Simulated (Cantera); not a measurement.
Feed: 1 mol Si, 0.2 mol O2, 1.4 mol N2, equilibrated at 1477 °C and 46.0 Pa.

Method: chemical equilibrium by Gibbs-energy minimisation in Cantera with the NASA 1993 tables (ideal gas, pure condensed phases). Candidate condensed phases: Si, SiO2, Si2N2O, Si3N4; 16 gas species. The tables' values for SiN are old estimates; treat these amounts as uncertain. Rates play no part.

Base state: N2 0.775, SiO 0.221, Si 0.00326, Si2N 5.41e-5, SiN 3.18e-5, Si2 1.69e-5 (mole fractions); condensed: Si(l).

Q: What changes in the equilibrium state with this change: pressure from 46.0 Pa to 4.80 mbar?

A: 
```csv
species,before,after
N2,0.775,0.971
SiO,0.221,0.0283
Si,0.00326,0.000273
Si2,1.69e-5,1.23e-6
Si2N,5.41e-5,1.43e-5
SiN,3.18e-5,9.61e-6
"Si(l), mol",0.594,0
"Si2N2O(s), mol",0,0.374
"Si3N4(s), mol",0,0.0751
```
Mutual solubility and eutectic melting of coexisting phases are not modelled.

Q: What changes in the equilibrium state with this change: Si replaced by Al?

A: 
```tsv
species	before	after
N2	0.775	0.988
Al	0	0.00915
Al2O	0	0.00288
SiO	0.221	0
Si	0.00326	0
Si2N	5.41e-5	0
SiN	3.18e-5	0
Si2	1.69e-5	0
Si(l), mol	0.594	0
AlN(s), mol	0	0.720
Al2O3(s), mol	0	0.132
```
Mutual solubility and eutectic melting of coexisting phases are not modelled. Further candidate phases: Al, AlN, Al2O3.

Q: What changes in the equilibrium state with this change: O2 from 0.2 to 0.52 mol?

A: 
| species | before | after |
|---|---|---|
| N2 | 0.775 | 0.593 |
| SiO | 0.221 | 0.407 |
| Si | 0.00326 | 2.08e-7 |
| Si2N | 5.41e-5 | <1e-9 |
| SiN | 3.18e-5 | 1.77e-9 |
| Si2 | 1.69e-5 | <1e-9 |
| Si(l), mol | 0.594 | 0 |
| SiO2(condensed), mol | 0 | 0.0400 |
The tables hold silica as quartz up to 1696 K and as liquid above; real silica turns to tridymite and cristobalite and melts near 1996 K.
